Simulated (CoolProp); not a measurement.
Saturated liquid density (kg/m³) of R1132(E): the reference equation beside estimates from Tc = 75.7 °C, pc = 5174 kPa, ω = 0.245. Rackett uses Z = 0.29056 − 0.08775 ω.

Values from CoolProp's reference Helmholtz-energy equation of state, Akasaka 2024.

```tsv
T (°C)	reference	Rackett	van der Waals	Soave-Redlich-Kwong	Peng-Robinson
-7.15	1024	1014	614.1	916.5	1039
-4.95	1017	1007	610.0	909.2	1031
-2.75	1011	1000	605.8	901.8	1023
-0.45	1004	993.1	601.4	893.9	1014
1.75	996.8	986.1	597.1	886.2	1006
3.95	989.9	979.0	592.7	878.4	996.8
6.25	982.5	971.4	588.0	870.0	987.3
8.45	975.3	964.1	583.5	861.8	978.1
10.65	968.0	956.6	578.9	853.4	968.6
12.85	960.5	949.1	574.2	844.8	958.9
15.15	952.6	941.0	569.2	835.7	948.5
17.35	944.8	933.1	564.3	826.7	938.3
19.55	936.9	925.1	559.3	817.5	927.9
21.85	928.4	916.6	554.0	807.7	916.7
24.05	920.1	908.3	548.8	798.0	905.6
```

Absolute difference from the reference over all 15 rows, mean and median: Rackett 1.1 and 1.1 %, van der Waals 40.2 and 40.2 %, Soave-Redlich-Kwong 11.7 and 11.6 %, Peng-Robinson 0.8 and 0.9 %.
